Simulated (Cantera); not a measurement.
Charge: 1 mol SO2, 5.8 mol H2, equilibrated at 2100 Pa.

Cantera equilibrium calculation (NASA polynomials, part measured and part estimated; ideal gas, pure solids and liquids). Candidate condensed phases: H2O, H2SO4, S; 19 gas species. Rates play no part.

x: gas mole fraction; nothing condenses.

| T (°C) | x H | x H2 | x H2O | x O | x S | x SO | x OH | x SO2 |
|---|---|---|---|---|---|---|---|---|
| 2527 | 0.347 | 0.378 | 0.112 | 0.0168 | 0.0444 | 0.0489 | 0.0290 | 0.0120 |
| 2577 | 0.392 | 0.342 | 0.0966 | 0.0234 | 0.0455 | 0.0467 | 0.0326 | 0.0105 |
| 2627 | 0.438 | 0.305 | 0.0804 | 0.0315 | 0.0466 | 0.0438 | 0.0354 | 0.00888 |
| 2677 | 0.483 | 0.269 | 0.0646 | 0.0411 | 0.0480 | 0.0404 | 0.0371 | 0.00721 |
| 2727 | 0.526 | 0.233 | 0.0499 | 0.0517 | 0.0497 | 0.0365 | 0.0374 | 0.00561 |
| 2777 | 0.567 | 0.200 | 0.0372 | 0.0628 | 0.0515 | 0.0324 | 0.0364 | 0.00418 |
| 2827 | 0.603 | ? | ? | ? | 0.0535 | ? | 0.0342 | ? |
| 2877 | 0.636 | ? | ? | ? | 0.0556 | ? | ? | ? |
| 2927 | 0.664 | 0.117 | 0.0127 | 0.0935 | 0.0576 | 0.0200 | 0.0275 | 0.00137 |

### Question
What belongs in the gaps?

### Answer

- 2877, x H2: 0.141
- 2877, x H2O: 0.0186
- 2877, x O: 0.0842
- 2877, x SO: 0.0239
- 2877, x OH: 0.0311
- 2877, x SO2: 0.00206
- 2827, x H2: 0.169
- 2827, x H2O: 0.0268
- 2827, x O: 0.0738
- 2827, x SO: 0.0281
- 2827, x SO2: 0.00299
